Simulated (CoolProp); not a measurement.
Saturated liquid density (kg/m³) of R11: the reference equation beside estimates from Tc = 198.0 °C, pc = 4408 kPa, ω = 0.189. Rackett uses Z = 0.29056 − 0.08775 ω.

The numbers come from the reference Helmholtz-energy equation of state, Jacobsen 1992 in CoolProp.

```tsv
T (°C)	reference	Rackett	van der Waals	Redlich-Kwong	Soave-Redlich-Kwong	Peng-Robinson
-8.95	1554	1570	977.6	1445	1469	1656
9.15	1513	1529	953.3	1403	1431	1616
27.35	1471	1486	927.5	1359	1390	1571
45.45	1426	1441	900.1	1311	1345	1522
63.55	1380	1394	870.8	1259	1295	1468
81.65	1330	1344	839.2	1202	1241	1407
99.75	1276	1290	804.7	1140	1180	1339
117.85	1218	1231	766.6	1072	1111	1261
135.95	1151	1165	723.6	994.2	1032	1170
154.05	1074	1088	673.6	904.7	939.1	1062
```

Absolute difference from the reference over all 10 rows, mean and median: Rackett 1.1 and 1.1 %, van der Waals 37.0 and 37.0 %, Redlich-Kwong 10.0 and 9.2 %, Soave-Redlich-Kwong 7.4 and 6.4 %, Peng-Robinson 5.0 and 6.1 %.
